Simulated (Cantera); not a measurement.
A closed system holds: 1 mol SiC, 2.5 mol H₂O, 220 mol N₂, held at 75.0 Torr.

Equilibrium computed with Cantera from the NASA thermochemical tables; the gas is ideal and each condensed phase is pure. Candidate condensed phases: C, C₆H₆, C₇H₈, C₈H₁₈, H₂O, Si, SiC, SiO₂, Si₂N₂O, Si₃N₄; 151 gas species. N₂ is the only nitrogen source here; it is nearly inert below about 1500 K, so the nitride shown seldom forms there in practice. Mutual solubility and eutectic melting of coexisting phases are not modelled. The tables hold silica as quartz up to 1696 K and as liquid above; real silica turns to tridymite and cristobalite and melts near 1996 K. Equilibrium is a limit: real reactors are often held back by kinetics, nucleation or transport.

Question: Which condensed phases are stable at each of these points (T (K)): 1498, 1598, 1698, 1798, 1898, 1998, 2098?

Answer: 
| T (K) | condensed phases | Si condensed (%) |
|---|---|---|
| 1498 | SiO₂(β-quartz) + Si₂N₂O(s) | 99.0 |
| 1598 | SiO₂(β-quartz) + Si₂N₂O(s) | 87.4 |
| 1698 | SiO₂(condensed) | 49.7 |
| 1798 | SiO₂(condensed) | 47.5 |
| 1898 | SiO₂(condensed) | 37.5 |
| 1998 | SiO₂(l) | 9.8 |
| 2098 | gas only | 0.0 |

From 1498 K to 1598 K the condensed part is SiO₂(β-quartz) + Si₂N₂O(s). From 1698 K to 1898 K the condensed part is SiO₂(condensed). At 1998 K the condensed part is SiO₂(l). At 2098 K nothing is condensed.
